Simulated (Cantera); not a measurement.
## Low-pressure radical oxidation in H2/O2

An isothermal, constant-pressure homogeneous reactor starts with 0.965 % H2, 50.8 % O2, 48.2 % N2, at 1223 K and 0.0267 bar.

Cantera simulation using the H2/O2 subset of GRI-Mech 3.0, which has no nitrogen chemistry; the numbers are that mechanism's predictions, not measurements. Radical loss at walls, strong at low pressure, is not modelled.

```csv
t (s),x H2,x O2,x H2O,x O,x OH,x H
0.000900,0.00965,0.508,8.48e-8,8.07e-8,5.74e-8,1.61e-8
0.00193,0.00964,0.508,4.10e-6,3.44e-6,2.41e-6,6.62e-7
0.00415,0.00455,0.504,0.00398,0.00318,0.00149,0.000729
0.00892,7.51e-5,0.500,0.00888,0.00714,0.000777,0.000618
0.0192,5.79e-5,0.501,0.00903,0.00596,0.000696,0.000460
0.0411,4.12e-5,0.502,0.00920,0.00418,0.000587,0.000272
0.0883,2.26e-5,0.504,0.00939,0.00227,0.000436,0.000109
0.190,9.11e-6,0.505,0.00953,0.000909,0.000277,2.78e-5
0.408,2.85e-6,0.505,0.00961,0.000285,0.000156,4.88e-6
0.875,7.86e-7,0.505,0.00965,7.88e-5,8.23e-5,7.14e-7
1.88,2.16e-7,0.505,0.00967,2.18e-5,4.34e-5,1.04e-7
4.04,6.41e-8,0.505,0.00968,6.52e-6,2.38e-5,1.70e-8
8.67,2.12e-8,0.505,0.00969,2.17e-6,1.37e-5,3.26e-9
18.6,7.83e-9,0.505,0.00969,8.06e-7,8.36e-6,7.41e-10
40.0,3.37e-9,0.505,0.00969,3.48e-7,5.49e-6,2.11e-10
```
x: mole fraction; the columns are a selection and need not sum to one.

Equilibrium at this temperature and pressure: H2 1.71e-9, O2 0.505, H2O 0.00969, O 1.77e-7, OH 3.92e-6, H 7.66e-11 (gas phase only).
